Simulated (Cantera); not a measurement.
An adiabatic, constant-pressure homogeneous reactor starts with C3H8 : O2 : N2 : CO2 = 1 : 11.1 : 68.9 : 2.9 (molar parts), at 1373 K and 16.8 atm. Integrator tolerance rtol = 1e-08.

Detailed kinetics in Cantera: GRI-Mech 3.0 (53 species, 325 reactions). GRI-Mech 3.0 was tuned for natural gas; its chemistry of propane as a main component is partial and can be far from experiment. The pressure lies above the range GRI-Mech 3.0 was tuned for (to about 10 atm).

What does this change do: constant volume in place of constant pressure?


```tsv
quantity	before	after
time of steepest temperature rise	96.4 µs	90.5 µs
temperature at 2.00 s	2000 K	2165 K
equilibrium temperature	2000 K	2165 K
x(C3H8) at 2.00 s	<1e-12 (gas-phase equilibrium <1e-12)	<1e-12 (gas-phase equilibrium <1e-12)
x(O2) at 2.00 s	0.0695 (gas-phase equilibrium 0.0695)	0.0683 (gas-phase equilibrium 0.0683)
x(CO2) at 2.00 s	0.0694 (gas-phase equilibrium 0.0694)	0.0692 (gas-phase equilibrium 0.0692)
x(CO) at 2.00 s	8.52e-5 (gas-phase equilibrium 8.51e-5)	0.000241 (gas-phase equilibrium 0.000241)
x(NO) at 2.00 s	0.00437 (gas-phase equilibrium 0.00448)	0.00675 (gas-phase equilibrium 0.00675)
x(HCN) at 2.00 s	<1e-12 (gas-phase equilibrium <1e-12)	<1e-12 (gas-phase equilibrium <1e-12)
x(CH4) at 2.00 s	<1e-12 (gas-phase equilibrium <1e-12)	<1e-12 (gas-phase equilibrium <1e-12)
```

What does this change do: pressure from 16.8 atm to 4.93 atm?


| quantity | before | after |
|---|---|---|
| time of steepest temperature rise | 96.4 µs | 0.178 ms |
| temperature at 2.00 s | 2000 K | 2001 K |
| equilibrium temperature | 2000 K | 1999 K |
| x(C3H8) at 2.00 s | <1e-12 (gas-phase equilibrium <1e-12) | <1e-12 (gas-phase equilibrium <1e-12) |
| x(O2) at 2.00 s | 0.0695 (gas-phase equilibrium 0.0695) | 0.0699 (gas-phase equilibrium 0.0695) |
| x(CO2) at 2.00 s | 0.0694 (gas-phase equilibrium 0.0694) | 0.0693 (gas-phase equilibrium 0.0693) |
| x(CO) at 2.00 s | 8.52e-5 (gas-phase equilibrium 8.51e-5) | 0.000157 (gas-phase equilibrium 0.000155) |
| x(NO) at 2.00 s | 0.00437 (gas-phase equilibrium 0.00448) | 0.00366 (gas-phase equilibrium 0.00447) |
| x(HCN) at 2.00 s | <1e-12 (gas-phase equilibrium <1e-12) | <1e-12 (gas-phase equilibrium <1e-12) |
| x(CH4) at 2.00 s | <1e-12 (gas-phase equilibrium <1e-12) | <1e-12 (gas-phase equilibrium <1e-12) |
